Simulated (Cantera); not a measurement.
Input: 1 mol trisilylamine, 41 mol N2, at 2025 K and 61.0 mbar.

Equilibrium computed with Cantera from the NASA thermochemical tables; the gas is ideal and each condensed phase is pure. Candidate condensed phases: Si, Si3N4; 18 gas species. The feed counts by its element totals alone. The tables' values for SiN are old estimates; treat these amounts as uncertain. Gases not in the tables: Si2H6 and higher silanes. Rates play no part.

Base state: N2 0.900, H2 0.0964, H 0.00242, Si 0.000954, Si2N 7.04e-5, SiN 5.49e-5, SiH 4.68e-5, SiH2 1.18e-5 (mole fractions); condensed: Si(l).

Task: What changes in the equilibrium state with this change: temperature from 2025 K to 1498.15 K?

Result: 
| species | before | after |
|---|---|---|
| N2 | 0.900 | 0.898 |
| H2 | 0.0964 | 0.102 |
| H | 0.00242 | 2.23e-5 |
| Si | 0.000954 | 1.46e-9 |
| Si2N | 7.04e-5 | <1e-9 |
| SiN | 5.49e-5 | <1e-9 |
| Si(l), mol | 2.94 | 0 |
| Si3N4(s), mol | 0 | 1.00 |
